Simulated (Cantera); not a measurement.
Cantera run, input and output.

```python
import numpy as np
import cantera as ct

gas = ct.Solution("gri30.yaml")
gas.TPX = 1550, 2666, {'C3H8': 1, 'H2': 1.1}
reactor = ct.IdealGasConstPressureReactor(gas, energy="off", clone=False)
net = ct.ReactorNet([reactor])
net.rtol, net.atol = 1e-08, 1e-18
show = ['C3H8', 'H2', 'C2H4', 'CH2', 'C2H2', 'H', 'CH4']
times = np.geomspace(8e-06, 1, 11)

steps = ct.SolutionArray(gas, extra=["t"])
rows = []
print(f"{'t/s':>10s}{'T/K':>9s}{'P/Pa':>11s}" + "".join(f"{s:>11s}" for s in show))
for t in times:
    while net.time < t:
        t_next = net.step()
        steps.append(gas.state, t=t_next)
    rows.append([np.interp(t, steps.t, y) for y in (steps.T, steps.P, *steps(*show).X.T)])
    print(f"{t:10.3e}{rows[-1][0]:9.1f}{rows[-1][1]:11.4g}" + "".join(f"{x:11.3e}" for x in rows[-1][2:]))
rate = np.gradient(steps.T, steps.t)
print("integrator steps:", len(steps.t))
if steps.T.max() > steps.T[0] + 200:
    print(f"time of steepest temperature rise: {steps.t[rate.argmax()]:.4e} s")
gas.TPX = 1550, 2666, {'C3H8': 1, 'H2': 1.1}
gas.equilibrate("TP")
print(f"equilibrium (TP): T = {gas.T:.1f} K  " + "  ".join(f"{s} {gas[s].X[0]:.3e}" for s in show))
```

Output:

```
       t/s      T/K       P/Pa       C3H8         H2       C2H4        CH2       C2H2          H        CH4
 8.000e-06   1550.0       2666  4.716e-01  5.224e-01  6.446e-04  7.048e-08  1.016e-08  6.827e-05  1.977e-04
 2.587e-05   1550.0       2666  4.561e-01  5.183e-01  6.998e-03  2.177e-06  1.508e-06  1.891e-04  2.354e-03
 8.365e-05   1550.0       2666  3.792e-01  4.979e-01  5.117e-02  1.439e-05  1.872e-04  4.967e-04  2.604e-02
 2.705e-04   1550.0       2666  1.452e-01  4.446e-01  2.014e-01  1.828e-05  8.009e-03  1.025e-03  1.336e-01
 8.747e-04   1550.0       2666  6.023e-03  4.386e-01  2.455e-01  5.189e-06  6.096e-02  9.038e-04  2.241e-01
 2.828e-03   1550.0       2666  4.160e-05  4.743e-01  1.823e-01  7.224e-07  1.181e-01  2.804e-04  2.204e-01
 9.146e-03   1550.0       2666  1.575e-07  5.007e-01  1.285e-01  1.243e-07  1.598e-01  1.048e-04  2.098e-01
 2.958e-02   1550.0       2666  1.845e-08  5.249e-01  7.649e-02  3.548e-08  1.989e-01  5.625e-05  1.992e-01
 9.564e-02   1550.0       2666  1.220e-08  5.517e-01  2.050e-02  3.963e-08  2.411e-01  6.498e-05  1.861e-01
 3.092e-01   1550.0       2666  1.312e-08  5.700e-01  1.813e-03  5.229e-08  2.576e-01  8.160e-05  1.700e-01
 1.000e+00   1550.0       2666  7.621e-09  5.976e-01  1.435e-03  4.681e-08  2.651e-01  9.011e-05  1.353e-01
integrator steps: 1154
equilibrium (TP): T = 1550.0 K  C3H8 6.886e-12  H2 7.021e-01  C2H4 9.513e-04  CH2 4.093e-09  C2H2 2.925e-01  H 1.627e-04  CH4 4.263e-03
```

Cantera simulation using GRI-Mech 3.0 (53 species, 325 reactions); the numbers are that mechanism's predictions, not measurements. GRI-Mech 3.0 was tuned for natural gas; its chemistry of propane as a main component is partial and can be far from experiment. GRI-Mech 3.0 stops at C3 and has no aromatics, soot or wall deposition, so with more carbon than oxygen in the feed, carbon stays in small species such as C2H2 where larger ones or solid carbon would form. Radical loss at walls, strong at low pressure, is not modelled.
